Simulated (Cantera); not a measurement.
What does this Cantera script print?

```python
import numpy as np
import cantera as ct

gas = ct.Solution("gri30.yaml")
gas.TPX = 1275, 1333, {'N2O': 1, 'O2': 0.28}
inlet = ct.Reservoir(gas, clone=True)

reactor = ct.IdealGasConstPressureReactor(gas, energy="off", clone=False)
exhaust = ct.Reservoir(gas, clone=True)
tau = [18, 5.1, 1.5, 0.42, 0.12, 0.035, 0.0099, 0.0029, 0.00082][0]
for a, b in ((inlet, reactor), (reactor, exhaust)):
    ct.MassFlowController(a, b, mdot=lambda t: reactor.mass / tau)
net = ct.ReactorNet([reactor])
show = ['N2O', 'O2', 'NO', 'N2', 'NO2', 'O']

rows = []
print(f"{'tau/s':>10s}{'T/K':>9s}" + "".join(f"{s:>11s}" for s in show))
for tau in [18, 5.1, 1.5, 0.42, 0.12, 0.035, 0.0099, 0.0029, 0.00082]:
    net.initial_time = 0.0
    net.advance(30 * tau)
    before = gas.X
    net.advance(40 * tau)
    drift = np.max(np.abs(gas.X - before) / (gas.X + 1e-9))
    rows.append([gas.T, *gas[show].X, drift])
    print(f"{tau:10.3e}{gas.T:9.1f}" + "".join(f"{x:11.3e}" for x in gas[show].X))
```

Output:

```
     tau/s      T/K        N2O         O2         NO         N2        NO2          O
 1.800e+01   1275.0  4.383e-01  2.982e-01  3.374e-02  2.297e-01  9.563e-06  5.450e-06
 5.100e+00   1275.0  6.393e-01  2.516e-01  1.398e-02  9.506e-02  3.455e-06  5.464e-06
 1.500e+00   1275.0  7.334e-01  2.298e-01  4.719e-03  3.208e-02  9.703e-07  5.467e-06
 4.200e-01   1275.0  7.672e-01  2.220e-01  1.382e-03  9.394e-03  1.899e-07  5.464e-06
 1.200e-01   1275.0  7.772e-01  2.197e-01  3.989e-04  2.716e-03  2.580e-08  5.450e-06
 3.500e-02   1275.0  7.801e-01  2.190e-01  1.157e-04  7.917e-04  2.667e-09  5.401e-06
 9.900e-03   1275.0  7.809e-01  2.188e-01  3.176e-05  2.210e-04  2.183e-10  5.234e-06
 2.900e-03   1275.0  7.812e-01  2.188e-01  8.427e-06  6.199e-05  1.647e-11  4.739e-06
 8.200e-04   1275.0  7.812e-01  2.188e-01  1.780e-06  1.563e-05  8.671e-13  3.540e-06
```

Computed with Cantera and GRI-Mech 3.0 (53 species, 325 reactions). GRI-Mech 3.0 was tuned for natural gas; its chemistry of N2O as a main component is partial and can be far from experiment. Radical loss at walls, strong at low pressure, is not modelled. The mechanism lacks the step 2 NO + O2 → 2 NO2, which can matter for NO2 below about 1400 K. The temperature is held fixed by assumption; the heat of reaction is taken as removed at once.
